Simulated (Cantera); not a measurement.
A Cantera script and its output.

```python
import numpy as np
import cantera as ct

gas = ct.Solution("gri30.yaml")
gas.TPX = 1898, 13332, {'CH4': 1, 'H2': 100}
inlet = ct.Reservoir(gas, clone=True)

reactor = ct.IdealGasConstPressureReactor(gas, energy="off", clone=False)
exhaust = ct.Reservoir(gas, clone=True)
tau = [13, 3.1, 0.74, 0.18, 0.043, 0.01, 0.0025][0]
for a, b in ((inlet, reactor), (reactor, exhaust)):
    ct.MassFlowController(a, b, mdot=lambda t: reactor.mass / tau)
net = ct.ReactorNet([reactor])
show = ['CH4', 'H2', 'C2H2', 'H', 'C2H4']

rows = []
print(f"{'tau/s':>10s}{'T/K':>9s}" + "".join(f"{s:>11s}" for s in show))
for tau in [13, 3.1, 0.74, 0.18, 0.043, 0.01, 0.0025]:
    net.initial_time = 0.0
    net.advance(30 * tau)
    before = gas.X
    net.advance(40 * tau)
    drift = np.max(np.abs(gas.X - before) / (gas.X + 1e-9))
    rows.append([gas.T, *gas[show].X, drift])
    print(f"{tau:10.3e}{gas.T:9.1f}" + "".join(f"{x:11.3e}" for x in gas[show].X))
```

It prints:

```
     tau/s      T/K        CH4         H2       C2H2          H       C2H4
 1.300e+01   1898.0  6.171e-04  9.926e-01  4.570e-03  2.141e-03  7.438e-06
 3.100e+00   1898.0  1.147e-03  9.924e-01  4.297e-03  2.130e-03  7.137e-06
 7.400e-01   1898.0  2.180e-03  9.919e-01  3.764e-03  2.106e-03  6.779e-06
 1.800e-01   1898.0  3.926e-03  9.910e-01  2.865e-03  2.060e-03  6.827e-06
 4.300e-02   1898.0  6.341e-03  9.898e-01  1.624e-03  1.963e-03  8.044e-06
 1.000e-02   1898.0  8.534e-03  9.889e-01  5.161e-04  1.710e-03  9.213e-06
 2.500e-03   1898.0  9.548e-03  9.891e-01  6.128e-05  1.085e-03  5.997e-06
```

Cantera simulation using GRI-Mech 3.0 (53 species, 325 reactions); the numbers are that mechanism's predictions, not measurements. GRI-Mech 3.0 stops at C3 and has no aromatics, soot or wall deposition, so with more carbon than oxygen in the feed, carbon stays in small species such as C2H2 where larger ones or solid carbon would form.
